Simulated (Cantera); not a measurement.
An isothermal, constant-pressure homogeneous reactor starts with 16.0 % H₂, 38.2 % O₂, 45.8 % N₂, equivalence ratio 0.21, at 1225 K and 0.610 bar.

Model: the H2/O2 subset of GRI-Mech 3.0, which has no nitrogen chemistry, integrated in Cantera. The temperature is held fixed by assumption; the heat of reaction is taken as removed at once.

One state of this run: x H₂ = 0.00500; x O₂ = 0.325; x H₂O = 0.165; x HO₂ = 0.000139; x OH = 0.00358; x H = 0.00283. x: mole fraction; the columns are a selection and need not sum to one.

Question: Which value of t (s) does it belong to?
(A) 0.000877
(B) 2.28e-5
(C) 7.70e-5
(D) 1.30

Answer: C, 7.70e-5
